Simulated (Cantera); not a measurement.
**Fluorocarbon and chlorocarbon gases: CHF3 + H2**

Charge: 1 mol CHF3, 3.8 mol H2, equilibrated at 673 K and 0.600 bar.

Equilibrium computed with Cantera from the NASA thermochemical tables; the gas is ideal and each condensed phase is pure. Candidate condensed phases: C, C6H6, C7H8, C8H18; 95 gas species. Kinetics and transport are ignored.

The x(HF) comes out as 0.625 and the x(CH4) comes out as 0.208. The x(H2) is 0.167. The x(H2F2) is 5.19e-5 and the gas amount comes out as 4.800 mol. The log10 activity of C(graphite) (absent) comes out as -0.09.
